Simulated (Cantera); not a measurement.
Feed: 1 mol FeCl3, 0.25 mol H2O, 4.7 mol N2, held at 1925 K and 13300 Pa.

Method: chemical equilibrium by Gibbs-energy minimisation in Cantera with the NASA 1993 tables (ideal gas, pure condensed phases). Candidate condensed phases: Fe, FeCl2, FeCl3, FeO, Fe(OH)2, Fe(OH)3, Fe2O3, Fe3O4, H2O, NH4Cl; 37 gas species. Rates play no part.

Problem. What is the equilibrium state?

Solution. 
| Item | Value |
|---|---|
| x(N2) | 0.690 |
| x(FeCl2) | 0.146 |
| x(HCl) | 0.0710 |
| x(Cl) | 0.0703 |
| x(O2) | 0.0168 |
| x(Cl2) | 0.00220 |
| x(NO) | 0.00164 |
| x(FeCl3) | 0.00120 |
| x(H2O) | 0.00117 |
| gas amount | 6.807 mol |
| log10 activity of FeCl2(l) (absent) | -3.21 |
| log10 activity of Fe(l) (absent) | -4.03 |
